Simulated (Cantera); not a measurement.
Input: 1 mol SiO₂, 1.2 mol H₂, 50 mol N₂, equilibrated at 2048.15 K and 1 atm.

Cantera equilibrium calculation (NASA polynomials, part measured and part estimated; ideal gas, pure solids and liquids). Candidate condensed phases: H₂O, Si, SiO₂, Si₂N₂O, Si₃N₄; 35 gas species. The tables hold silica as quartz up to 1696 K and as liquid above; real silica turns to tridymite and cristobalite and melts near 1996 K. Rates play no part.

**Question.** What is the equilibrium state?

**Answer.** 
| Quantity | Result |
|---|---|
| x(N₂) | 0.975 |
| x(H₂) | 0.0214 |
| x(SiO) | 0.00178 |
| x(H₂O) | 0.00178 |
| x(H) | 0.000326 |
| x(OH) | 2.95e-6 |
| n(SiO₂(l)) | 0.908 mol |
| gas amount | 51.30 mol |
| log10 activity of Si(l) (absent) | -4.88 |
